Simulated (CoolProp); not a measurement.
200 sccm (0 °C, 1 atm) of nitrogen bubbles through liquid water at 312.7 K and leaves saturated at a total pressure of 0.0794 MPa (ideal gas phase). Each further row changes one setting.

The numbers come from the reference Helmholtz-energy equation of state, Wagner 2002 in CoolProp.

```tsv
case	vapour pressure (kPa)	mole fraction of vapour	delivery (mg/min)	delivery (sccm)	change of delivery for a bath 1 K warmer (%)
as stated	7.21	0.0908	16.1	20.0	[?]
bath temperature 317.7 K	9.38	0.118	[?]	[?]	[?]
total pressure 0.159 MPa	7.21	[?]	7.64	[?]	[?]
```

### Question
Complete the blanks.

### Answer

- as stated, change of delivery for a bath 1 K warmer (%): 6.1
- bath temperature 317.7 K, delivery (mg/min): 21.5
- bath temperature 317.7 K, delivery (sccm): 26.8
- bath temperature 317.7 K, change of delivery for a bath 1 K warmer (%): 6.0
- total pressure 0.159 MPa, mole fraction of vapour: 0.0453
- total pressure 0.159 MPa, delivery (sccm): 9.50
- total pressure 0.159 MPa, change of delivery for a bath 1 K warmer (%): 5.7
